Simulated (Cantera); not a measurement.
A perfectly stirred reactor is fed with CH4 : O2 : N2 = 1 : 2 : 7.52 (molar parts), equivalence ratio 1.0, at 7500 Torr; it is adiabatic with a 475 K inlet, and is followed from long to short residence time, starting on the burning branch (τ in s: 0.18, 0.061, 0.021, 0.0075, 0.0026, 0.00092, 0.00032, 0.00011, 3.9e-05, 1.4e-05, 4.8e-06).

Model: GRI-Mech 3.0 (53 species, 325 reactions), integrated in Cantera.

x: mole fraction; the columns are a selection and need not sum to one.

```csv
τ (s),T (K),x CH4,x O2,x C2H6,x CH2,x H2
0.18,2366,3.84e-7,0.00373,<1e-12,1.33e-8,0.00292
0.061,2366,(withheld),0.00389,1.05e-12,(withheld),0.00294
0.021,2364,3.04e-6,0.00421,7.94e-12,1.10e-7,0.00301
0.0075,2359,7.70e-6,0.00478,5.12e-11,2.91e-7,0.00322
0.0026,2345,(withheld),(withheld),3.06e-10,(withheld),(withheld)
0.00092,2321,4.25e-5,0.00734,1.53e-9,1.75e-6,0.00452
0.00032,2282,9.40e-5,0.00973,7.06e-9,3.86e-6,0.00579
0.00011,2226,0.000216,0.0133,3.39e-8,8.09e-6,0.00753
3.9e-5,2146,0.000553,0.0188,2.10e-7,1.64e-5,0.00961
1.4e-5,475,0.0951,0.190,<1e-12,<1e-12,<1e-12
4.8e-6,475,0.0951,0.190,<1e-12,<1e-12,<1e-12
```

**Question.** Some entries are withheld; supply them.

**Answer.** 
- 0.061, x CH4: 1.10e-6
- 0.061, x CH2: 3.89e-8
- 0.0026, x CH4: 1.88e-5
- 0.0026, x O2: 0.00577
- 0.0026, x CH2: 7.47e-7
- 0.0026, x H2: 0.00369
